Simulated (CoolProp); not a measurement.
R365MFC along the isotherm 197.85 °C: density (kg/m³) from the reference equation and from simpler models built on Tc = 186.9 °C, pc = 3.266 MPa, ω = 0.377; each cubic takes its own stable root.

Computed with CoolProp (reference Helmholtz-energy equation of state, Lemmon 2016).

| p (MPa) | phase | reference |
|---|---|---|
| 0.306 | gas | 11.95 |
| 0.612 | gas | 24.76 |
| 0.919 | gas | 38.61 |
| 1.22 | gas | 53.34 |
| 1.53 | gas | 69.96 |
| 1.84 | gas | 88.40 |
| 2.14 | gas | 108.5 |
| 2.45 | gas | 132.2 |
| 2.76 | gas | 160.4 |
| 3.06 | gas | 194.2 |
| 3.37 | supercritical | 241.6 |
| 3.67 | supercritical | 319.1 |
| 3.98 | supercritical | 518.9 |
| 4.29 | supercritical | 627.3 |
| 4.59 | supercritical | 670.7 |
| 4.9 | supercritical | 699.5 |

Question: How far does each simpler model (ideal gas, van der Waals, Redlich-Kwong, Peng-Robinson) lie from the reference over these 16 states: mean and median of the absolute difference, and the worst?

Answer: 
- ideal gas: mean 37.4 %, median 32.4 %, worst -74.1 % at 197.85 °C and 4.29 MPa
- van der Waals: mean 8.6 %, median 3.5 %, worst -26.3 % at 197.85 °C and 4.9 MPa
- Redlich-Kwong: mean 4.5 %, median 0.9 %, worst -14.8 % at 197.85 °C and 4.59 MPa
- Peng-Robinson: mean 3.9 %, median 1.9 %, worst -12.4 % at 197.85 °C and 4.29 MPa
